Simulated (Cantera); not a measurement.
**Thermodynamics of oxide etching and cleaning by halides, feed Fe₂O₃ + Cl₂ + N₂**

Feed: 1 mol Fe₂O₃, a varied amount of Cl₂, 3.1 mol N₂, at 1575 K and 1.33 mbar.

These are equilibrium values from Cantera (NASA tables, ideal gas, pure condensed phases), not measurements of a reactor. Candidate condensed phases: Fe, FeCl₂, FeCl₃, FeO, Fe₂O₃, Fe₃O₄; 19 gas species. The numbers say what is thermodynamically allowed, not how fast it happens.

At 2.1 mol Cl₂ the condensed part is Fe₃O₄(s). From 3 mol Cl₂ to 31 mol Cl₂ nothing is condensed. The main Fe-bearing gas is FeCl₂ throughout.

| n(Cl₂) (mol) | x Cl | x N₂ | x FeCl₂ | x O₂ | x Cl₂ | x FeCl₃ | x NO | n Fe₃O₄(s) |
|---|---|---|---|---|---|---|---|---|
| 2.1 | 0.0844 | 0.452 | 0.262 | 0.199 | 0.00106 | 0.000692 | 0.00128 | 0.0663 |
| 3 | 0.219 | 0.363 | 0.233 | 0.175 | 0.00713 | 0.00159 | 0.00108 | 0 |
| 4.2 | 0.367 | 0.288 | 0.184 | 0.139 | 0.0200 | 0.00211 | 0.000853 | 0 |
| 5.8 | 0.483 | 0.226 | 0.144 | 0.109 | 0.0348 | 0.00217 | 0.000670 | 0 |
| 8.1 | 0.580 | 0.173 | 0.110 | 0.0836 | 0.0502 | 0.00200 | 0.000513 | 0 |
| 11 | 0.651 | 0.134 | 0.0849 | 0.0646 | 0.0632 | 0.00173 | 0.000397 | 0 |
| 16 | 0.717 | 0.0965 | 0.0610 | 0.0465 | 0.0768 | 0.00137 | 0.000286 | 0 |
| 22 | 0.760 | 0.0722 | 0.0456 | 0.0348 | 0.0861 | 0.00108 | 0.000214 | 0 |
| 31 | 0.794 | 0.0525 | 0.0331 | 0.0253 | 0.0941 | 0.000822 | 0.000155 | 0 |
x: gas mole fraction; n: condensed amount in mol.
